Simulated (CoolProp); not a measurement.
The fluid at 293.15 K and 0.312 MPa is throttled through a valve to 0.145 MPa with no heat exchange. The same conditions are run with several fluids, on thermodynamics alone (safety and materials aside).

The numbers come from the reference Helmholtz-energy equation of state of each fluid (CH3F (R41): Lemmon 2006; fluoroethane (R161): Wu 2012; ammonia: Gao 2020; R13: Platzer 1990; normal hydrogen: Leachman 2009) in CoolProp. The equations of Platzer and Polt are older, rougher fits.

**Question.** Rank CH3F (R41), fluoroethane (R161), ammonia, R13, normal hydrogen by temperature change (K), highest first.

**Answer.** normal hydrogen (+0.0), R13 (-2.0), CH3F (R41) (-3.2), fluoroethane (R161) (-3.9), ammonia (-5.1)

| fluid | final density (kg/m³) |
|---|---|
| CH3F (R41) | 2.07 |
| fluoroethane (R161) | 2.97 |
| ammonia | 1.05 |
| R13 | 6.35 |
| normal hydrogen | 0.120 |
